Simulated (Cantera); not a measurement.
Input (Python, Cantera) and output of one run.

```python
import numpy as np
import cantera as ct

gas_names = """
    CL CLO CL2 Fe FeCL FeCL2 FeCL3 FeO Fe(OH)2 Fe2CL4 Fe2CL6 H HCL HNO HNO2 HNO3 HOCL HO2 H2 H2O H2O2 N
    NH NH2 NH3 NH2OH NO NO2 NO3 N2 N2H2 N2H4 N2O O OH O2 O3
""".split()
cond_names = """
    Fe(a) Fe(c) Fe(d) Fe(L) FeCL2(s) FeCL2(L) FeCL3(s) FeCL3(L) FeO(s) FeO(L) Fe(OH)2(s) Fe(OH)3(s)
    Fe2O3(s) Fe3O4(s) H2O(s) H2O(L) NH4CL(a) NH4CL(b)
""".split()


# ... load() reads the species with a 1 bar reference pressure and builds the phases ...
atoms = {
    'Fe2O3': {'Fe': 2, 'O': 3},
    'HCl': {'H': 1, 'CL': 1},
    'N2': {'N': 2},
}
top_T = {'Fe2O3(s)': 1830, 'Fe3O4(s)': 1870}  # K; cautious upper limits of use, not melting points


# ... equilibrate(T, P, feed) seeds the gas with the atoms and calls Mixture.equilibrate('TP', solver="vcs", rtol=1e-11, max_steps=5000) ...
results = []
feed = {'Fe2O3': 1, 'HCl': 0.84, 'N2': 0.066}  # mol
T = 825  # K
P = 101325  # Pa
mix = equilibrate(T, P, feed)
results.append((T, P, feed, dict(zip(mix.species_names, mix.species_moles))))
print(gas.report(threshold=0.001))
for i in range(1, mix.n_phases):
    print(f"{mix.phase(i).name:16s} {mix.phase_moles(i):12.5e} mol")
```

Output:

```
       temperature   825 K
          pressure   1.0132e+05 Pa
           density   0.57497 kg/m^3
  mean mol. weight   38.924 kg/kmol
   phase of matter   gas

                          1 kg             1 kmol
                     ---------------   ---------------
          enthalpy       -2.0977e+06       -8.1651e+07  J
   internal energy       -2.2739e+06        -8.851e+07  J
           entropy            5876.9        2.2875e+05  J/K
    Gibbs function       -6.9462e+06       -2.7037e+08  J
 heat capacity c_p            846.04             32931  J/K
 heat capacity c_v            632.43             24617  J/K

                      mass frac. Y      mole frac. X     chem. pot. / RT
                     ---------------   ---------------   ---------------
             FeCL3          0.046966          0.011271           -86.426
            Fe2CL6          0.070546         0.0084649           -172.85
               HCL           0.80807           0.86273           -37.407
               H2O          0.019753          0.042679           -62.692
                N2          0.053613          0.074493           -26.975
     [  +32 minor]          0.001049        0.00035751

Fe(a)             0.00000e+00 mol
FeCL2(s)          0.00000e+00 mol
FeCL3(L)          0.00000e+00 mol
FeO(s)            0.00000e+00 mol
Fe(OH)2(s)        0.00000e+00 mol
Fe(OH)3(s)        0.00000e+00 mol
Fe2O3(s)          9.87396e-01 mol
Fe3O4(s)          0.00000e+00 mol
```

Method: chemical equilibrium by Gibbs-energy minimisation in Cantera with the NASA 1993 tables (ideal gas, pure condensed phases). Condensed phases not in the tables: FeOCl.
